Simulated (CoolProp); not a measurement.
Vapour-liquid equilibrium of cyclohexane (1) + n-octane (2) at 25.2 kPa; x and y are mole fractions of (1).

The numbers come from the multi-fluid Helmholtz-energy mixture model, Zhou 2014 and Beckmüller 2019; pair parameters Bell 2016 in CoolProp.

Question: Give the bubble temperature and the first vapour's composition at x = 0.2, 0.35, 0.65. Is there an azeotrope?

Answer: x = 0.2: 340.9 K, y = 0.534; x = 0.35: 333.2 K, y = 0.725; x = 0.65: 322.3 K, y = 0.907. No azeotrope shows between x = 0.05 and 0.95.

The pair parameters rest on a limited set of measurements; away from them the model extrapolates.
